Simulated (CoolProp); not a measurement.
Saturation properties of n-undecane.

Values from CoolProp's reference Helmholtz-energy equation of state, Aleksandrov 2011. It is a short technical equation, of lower accuracy than the large ones.

```tsv
T (°C)	p (kPa)	liquid density (kg/m³)	vapour density (kg/m³)	enthalpy of vaporisation (kJ/kg)	surface tension (mN/m)
120.95	10.35	662.5	0.5012	308.2	15.7
130.95	14.94	654.5	0.7084	302.7	14.8
140.95	21.09	646.4	0.9807	297.2	14.0
150.95	29.17	638.2	1.332	291.6	13.2
161.05	39.72	629.7	1.784	285.8	12.4
171.05	52.99	621.2	2.347	280.0	11.6
181.05	69.59	612.5	3.043	274.1	10.8
191.05	90.09	603.6	3.897	268.0	10.0
201.05	115.1	594.5	4.934	261.7	9.28
211.15	145.6	585.0	6.199	255.2	8.54
```

It boils at 195.8 °C under 1 atm.

Surface tension comes from a separate correlation (Mulero 2014).
